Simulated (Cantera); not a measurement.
Feed: 1 mol Al, 1.9 mol Cl₂, at 0.00133 bar.

Cantera equilibrium calculation (NASA polynomials, part measured and part estimated; ideal gas, pure solids and liquids). Candidate condensed phases: Al, AlCl₃; 8 gas species. Rates play no part.

x: gas mole fraction; nothing condenses.

```tsv
T (°C)	x AlCl₃	x Al₂Cl₆	x Cl₂	x Cl	x AlCl₂	x AlCl
152	0.00338	0.553	0.444	1.48e-11	<1e-12	<1e-12
252	0.0892	0.486	0.425	1.04e-8	<1e-12	<1e-12
352	…	…	…	…	<1e-12	<1e-12
452	0.697	0.0138	0.290	2.02e-5	<1e-12	<1e-12
552	0.713	0.00132	0.286	0.000241	<1e-12	<1e-12
652	0.713	0.000209	0.285	0.00169	6.22e-12	<1e-12
752	0.711	4.79e-5	0.281	0.00812	2.84e-10	<1e-12
852	0.704	…	0.267	…	6.60e-9	<1e-12
952	0.685	5.10e-6	0.234	0.0808	9.39e-8	<1e-12
1052	0.652	2.03e-6	0.173	0.176	9.53e-7	2.29e-11
1152	0.610	8.88e-7	0.0972	0.293	7.97e-6	1.09e-9
```

What belongs in the gaps?


- 852, x Al₂Cl₆: 1.43e-5
- 852, x Cl: 0.0290
- 352, x AlCl₃: 0.495
- 352, x Al₂Cl₆: 0.170
- 352, x Cl₂: 0.334
- 352, x Cl: 8.29e-7
